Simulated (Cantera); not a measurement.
## Gas-phase reforming

An isothermal, constant-pressure homogeneous reactor starts with 38.5 % CH4, 61.5 % H2O, at 2150 K and 3900 Torr.

Computed with Cantera and GRI-Mech 3.0 (53 species, 325 reactions).

| t (s) | x CH4 | x H2O | x CO | x O2 | x C2H4 |
|---|---|---|---|---|---|
| 0.000300 | 0.0206 | 0.341 | 0.0645 | 3.76e-8 | 0.000763 |
| 0.00116 | 0.0134 | 0.234 | 0.132 | 1.63e-8 | 0.000423 |
| 0.00452 | 0.00542 | 0.149 | 0.191 | 6.80e-9 | 9.79e-5 |
| 0.0175 | 0.000312 | 0.123 | 0.209 | 4.66e-9 | 7.46e-7 |
| 0.0681 | 2.23e-7 | 0.123 | 0.210 | 4.64e-9 | 1.76e-12 |
| 0.264 | 2.23e-7 | 0.123 | 0.210 | 4.64e-9 | 1.76e-12 |
| 1.03 | 2.23e-7 | 0.123 | 0.210 | 4.64e-9 | 1.76e-12 |
| 3.98 | 2.23e-7 | 0.123 | 0.210 | 4.64e-9 | 1.76e-12 |
| 15.5 | 2.23e-7 | 0.123 | 0.210 | 4.64e-9 | 1.76e-12 |
| 60.0 | 2.23e-7 | 0.123 | 0.210 | 4.64e-9 | 1.76e-12 |
x: mole fraction; the columns are a selection and need not sum to one.

Equilibrium at this temperature and pressure: CH4 2.57e-7, H2O 0.123, CO 0.210, O2 4.64e-9, C2H4 2.04e-12 (gas phase only).
